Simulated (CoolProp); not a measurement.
Vapour-liquid equilibrium of ethane (1) + propane (2) at 175.4 K; x and y are mole fractions of (1).

The numbers come from the multi-fluid Helmholtz-energy mixture model, Bücker 2006 and Lemmon 2009; pair parameters Kunz 2012 in CoolProp.

Q: Give the bubble pressure and the first vapour's composition at x = 0.05, 0.2, 0.5. Is there an azeotrope?

A: x = 0.05: 6.218 kPa, y = 0.463; x = 0.2: 14.14 kPa, y = 0.800; x = 0.5: 30.43 kPa, y = 0.941. No azeotrope shows between x = 0.05 and 0.95.

The pair parameters rest on a limited set of measurements; away from them the model extrapolates.
